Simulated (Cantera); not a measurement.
# Fe₂O₃ + C + H₂ (carbothermic reduction)

Charge: 1 mol Fe₂O₃, 0.36 mol C, 1.4 mol H₂, at 1652 °C.

Equilibrium computed with Cantera from the NASA thermochemical tables; the gas is ideal and each condensed phase is pure. Candidate condensed phases: C, C₆H₆, C₇H₈, C₈H₁₈, Fe, Fe(CO)₅, FeO, Fe(OH)₂, Fe(OH)₃, Fe₂O₃, Fe₃O₄, H₂O; 114 gas species. The tables' stoichiometric FeO is somewhat more stable than real wüstite, so its field is too wide. FeO: taken at fixed stoichiometry. Equilibrium is a limit: real reactors are often held back by kinetics, nucleation or transport.

From 0.0750 Torr to 7500 Torr the condensed part is FeO(l). The main Fe-bearing gas is Fe at 0.0750 Torr and Fe(OH)₂ at 7500 Torr.

```json
[
 {"P (Pa)": "10", "x H₂": "0.138", "x H₂O": "0.420", "x Fe": "0.232", "x CO": "0.0875", "x CO₂": "0.0617", "x H": "0.0356", "x FeO": "0.0116", "n FeO(l)": "1.41"},
 {"P (Pa)": "52", "x H₂": "0.303", "x H₂O": "0.383", "x Fe": "0.107", "x CO": "0.139", "x CO₂": "0.0408", "x H": "0.0231", "x FeO": "0.00224", "n FeO(l)": "1.78"},
 {"P (Pa)": "270", "x H₂": "0.412", "x H₂O": "0.348", "x Fe": "0.0309", "x CO": "0.165", "x CO₂": "0.0323", "x H": "0.0118", "x FeO": "0.000431", "n FeO(l)": "1.94"},
 {"P (Pa)": "1400", "x H₂": "0.448", "x H₂O": "0.336", "x Fe": "0.00671", "x CO": "0.173", "x CO₂": "0.0301", "x H": "0.00541", "x FeO": "8.32e-5", "n FeO(l)": "1.99"},
 {"P (Pa)": "7200", "x H₂": "0.458", "x H₂O": "0.334", "x Fe": "0.00134", "x CO": "0.174", "x CO₂": "0.0296", "x H": "0.00241", "x FeO": "1.62e-5", "n FeO(l)": "2.00"},
 {"P (Pa)": "37000", "x H₂": "0.460", "x H₂O": "0.334", "x Fe": "0.000262", "x CO": "0.175", "x CO₂": "0.0295", "x H": "0.00107", "x FeO": "3.15e-6", "n FeO(l)": "2.00"},
 {"P (Pa)": "190000", "x H₂": "0.461", "x H₂O": "0.334", "x Fe": "5.11e-5", "x CO": "0.175", "x CO₂": "0.0295", "x H": "0.000471", "x FeO": "6.13e-7", "n FeO(l)": "2.00"},
 {"P (Pa)": "1000000", "x H₂": "0.461", "x H₂O": "0.334", "x Fe": "9.72e-6", "x CO": "0.175", "x CO₂": "0.0295", "x H": "0.000205", "x FeO": "1.16e-7", "n FeO(l)": "2.00"}
]
```
x: gas mole fraction; n: condensed amount in mol.
